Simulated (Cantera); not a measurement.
Standard-state values (1 bar) from the NASA 1993 polynomials, evaluated with Cantera. Values are per mole of reaction as written; species without (g) are pure solids or liquids, kept so even where they would boil at 1 bar.

2 Cu + 2 C + 4 CH₃F(g) → 2 CuF₂(g) + 3 C₂H₄(g), with ΔH° = 574.3 kJ and ΔS° = 223.0 J/K at 300 K.

Task: How far is the shortcut ΔG° ≈ ΔH°(300 K) − T·ΔS°(300 K) from the full temperature-dependent value at 1023, 1223, 1423, 1623, 1823, 2023, 2223, 2423 K?

Result: 
```
T (K)  shortcut (kJ)  full (kJ)  difference (kJ)  difference in log10 K    condensed phases
-----  -------------  ---------  ---------------  ---------------------  ------------------
1023           346.2      343.2              3.0                  -0.15  Cu(s), C(graphite)
1223           301.6      298.4              3.2                  -0.14  Cu(s), C(graphite)
1423           257.0      255.5              1.5                  -0.05  Cu(l), C(graphite)
1623           212.4      216.0             -3.6                   0.12  Cu(l), C(graphite)
1823           167.8      177.2             -9.4                   0.27  Cu(l), C(graphite)
2023           123.2      139.0            -15.8                   0.41  Cu(l), C(graphite)
2223            78.6      101.4            -22.9                   0.54  Cu(l), C(graphite)
2423            33.9       64.4            -30.4                   0.66  Cu(l), C(graphite)
```
The shortcut ignores heat capacities and the phase changes listed.
